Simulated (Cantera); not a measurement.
## Iron carbonyl, mercury and lead vapours: PbO + H2

A closed system holds: 1 mol PbO, 1 mol H2, equilibrated at 3.80 mbar.

Equilibrium computed with Cantera from the NASA thermochemical tables; the gas is ideal and each condensed phase is pure. Candidate condensed phases: H2O, Pb, PbO, PbO2, Pb3O4; 12 gas species. Equilibrium is a limit: real reactors are often held back by kinetics, nucleation or transport.

| T (K) | x H2O | x Pb | x H2 | x PbO | x OH | x H | x Pb2 | n Pb(l) | n PbO(yellow) |
|---|---|---|---|---|---|---|---|---|---|
| 823 | 1.000 | 3.53e-5 | 7.06e-5 | 5.98e-8 | 5.94e-12 | 1.00e-12 | 4.34e-12 | 1.000 | 0 |
| 923 | 0.999 | 0.000667 | 0.000110 | 4.96e-6 | 4.40e-10 | 4.16e-11 | 6.01e-10 | 0.999 | 0.000105 |
| 1023 | 0.993 | 0.00702 | 0.000164 | 0.000164 | 1.37e-8 | 8.60e-10 | 3.09e-8 | 0.993 | 0 |
| 1123 | 0.950 | 0.0481 | 0.000796 | 0.000796 | 1.20e-7 | 1.95e-8 | 7.72e-7 | 0.949 | 0 |
| 1223 | 0.756 | 0.239 | 0.00271 | 0.00271 | 6.38e-7 | 2.54e-7 | 1.12e-5 | 0.682 | 0 |
| 1323 | 0.495 | 0.495 | 0.00499 | 0.00499 | 2.61e-6 | 1.82e-6 | 3.06e-5 | 0 | 0 |
| 1423 | 0.493 | 0.493 | 0.00737 | 0.00737 | 1.34e-5 | 9.25e-6 | 2.05e-5 | 0 | 0 |
| 1523 | 0.490 | 0.490 | 0.0103 | 0.0103 | 5.57e-5 | 3.81e-5 | 1.44e-5 | 0 | 0 |
| 1623 | 0.486 | 0.486 | 0.0139 | 0.0138 | 0.000194 | 0.000132 | 1.05e-5 | 0 | 0 |
x: gas mole fraction; n: condensed amount in mol.

At 823 K the condensed part is Pb(l). At 923 K the condensed part is Pb(l) + PbO(yellow). From 1023 K to 1223 K the condensed part is Pb(l). From 1323 K to 1623 K nothing is condensed. The main Pb-bearing gas is Pb throughout.
